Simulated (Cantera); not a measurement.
Input (Python, Cantera) and output of one run.

```python
import numpy as np
import cantera as ct

gas_names = """
    H HO2 H2 H2O H2O2 H2S H2SO4 O OH O2 O3 S SH SO SO2 SO3 S2 S2O S8
""".split()
cond_names = """
    H2O(s) H2O(L) H2SO4(L) S(cr1) S(cr2) S(L)
""".split()


def load(file, names, dense=False):
    # The tables refer to 1 bar. Condensed volumes are neglected.
    table = {s.name: s for s in ct.Species.list_from_file(file)}
    out = []
    for n in names:
        d = dict(table[n].input_data)
        d["thermo"] = dict(d["thermo"], **{"reference-pressure": 1e5})
        if dense:
            d["equation-of-state"] = {"model": "constant-volume", "density": "1e6 g/cm^3"}
        out.append(ct.Species.from_dict(d))
    return out


gas = ct.Solution(thermo="ideal-gas", species=load("nasa_gas.yaml", gas_names))
cond = {s.name: ct.Solution(thermo="fixed-stoichiometry", species=[s], name=s.name)
        for s in load("nasa_condensed.yaml", cond_names, dense=True)}
atoms = {
    'H2S': {'H': 2, 'S': 1},
    'H2O': {'H': 2, 'O': 1},
    'H2': {'H': 2},
}
top_T = {}  # K; cautious upper limits of use, not melting points


def equilibrate(T, P, feed):
    n = {}
    for name, mol in feed.items():
        for a, k in atoms[name].items():
            n[a] = n.get(a, 0.0) + k * mol
    gas.TPX = T, P, n
    mass = sum(n.values()) * gas.mean_molecular_weight
    gas.equilibrate("TP")
    valid = [c for c in cond.values() if c.min_temp <= T <= top_T.get(c.name, c.max_temp)]
    mix = ct.Mixture([(gas, mass / gas.mean_molecular_weight)] + [(c, 0.0) for c in valid])
    mix.T, mix.P = T, P
    mix.equilibrate("TP", solver="vcs", rtol=1e-11, max_steps=5000)
    return mix


results = []
T = 3348.15  # K
P = 2200000  # Pa
for m in [0.14, 0.29, 0.61, 1.3, 2.7, 5.6, 12]:
    feed = {'H2S': 1, 'H2O': 1.5, 'H2': m}  # mol
    mix = equilibrate(T, P, feed)
    results.append((T, P, feed, dict(zip(mix.species_names, mix.species_moles))))
    x = sorted(zip(gas.X, gas.species_names), reverse=True)
    print(f"T = {T:g} K  P = {P:g} Pa  n(H2) = {m:g} mol  gas = {mix.phase_moles(0):.4g} mol")
    print("   x: " + "  ".join(f"{s} {v:.3e}" for v, s in x if v > 1e-05))
    print("   condensed (mol): " + ("  ".join(f"{mix.phase(i).name} {mix.phase_moles(i):.4g}"
          for i in range(1, mix.n_phases) if mix.phase_moles(i) > 1e-12) or "none"))
```

Output:

```
T = 3348.15 K  P = 2.2e+06 Pa  n(H2) = 0.14 mol  gas = 3.437 mol
   x: H2 3.870e-01  H2O 2.928e-01  SO 6.509e-02  H 5.467e-02  SH 5.448e-02  S2 4.342e-02  SO2 2.870e-02  S 2.802e-02  H2S 2.506e-02  OH 1.744e-02  O 1.455e-03  S2O 1.396e-03  O2 4.272e-04
   condensed (mol): none
T = 3348.15 K  P = 2.2e+06 Pa  n(H2) = 0.29 mol  gas = 3.583 mol
   x: H2 4.020e-01  H2O 2.877e-01  SO 6.038e-02  H 5.572e-02  SH 5.446e-02  S2 4.177e-02  S 2.748e-02  H2S 2.552e-02  SO2 2.518e-02  OH 1.681e-02  O 1.377e-03  S2O 1.270e-03  O2 3.821e-04
   condensed (mol): none
T = 3348.15 K  P = 2.2e+06 Pa  n(H2) = 0.61 mol  gas = 3.897 mol
   x: H2 4.318e-01  H2O 2.761e-01  H 5.775e-02  SH 5.411e-02  SO 5.172e-02  S2 3.838e-02  S 2.634e-02  H2S 2.629e-02  SO2 1.927e-02  OH 1.557e-02  O 1.230e-03  S2O 1.043e-03  O2 3.051e-04
   condensed (mol): none
T = 3348.15 K  P = 2.2e+06 Pa  n(H2) = 1.3 mol  gas = 4.583 mol
   x: H2 4.875e-01  H2O 2.511e-01  H 6.136e-02  SH 5.244e-02  SO 3.800e-02  S2 3.194e-02  H2S 2.707e-02  S 2.403e-02  OH 1.333e-02  SO2 1.140e-02  O 9.908e-04  S2O 6.988e-04  O2 1.980e-04
   condensed (mol): none
T = 3348.15 K  P = 2.2e+06 Pa  n(H2) = 2.7 mol  gas = 5.996 mol
   x: H2 5.716e-01  H2O 2.070e-01  H 6.644e-02  SH 4.754e-02  H2S 2.657e-02  S2 2.239e-02  SO 2.236e-02  S 2.012e-02  OH 1.015e-02  SO2 4.718e-03  O 6.965e-04  S2O 3.443e-04  O2 9.783e-05
   condensed (mol): none
T = 3348.15 K  P = 2.2e+06 Pa  n(H2) = 5.6 mol  gas = 8.971 mol
   x: H2 6.740e-01  H2O 1.475e-01  H 7.215e-02  SH 3.797e-02  H2S 2.305e-02  S 1.480e-02  S2 1.211e-02  SO 9.940e-03  OH 6.657e-03  SO2 1.267e-03  O 4.209e-04  S2O 1.126e-04  O2 3.572e-05
   condensed (mol): none
T = 3348.15 K  P = 2.2e+06 Pa  n(H2) = 12 mol  gas = 15.61 mol
   x: H2 7.711e-01  H2O 8.843e-02  H 7.717e-02  SH 2.538e-02  H2S 1.648e-02  S 9.247e-03  S2 4.729e-03  OH 3.732e-03  SO 3.256e-03  O 2.206e-04  SO2 2.176e-04  S2O 2.304e-05
   condensed (mol): none
```

These are equilibrium values from Cantera (NASA tables, ideal gas, pure condensed phases), not measurements of a reactor.
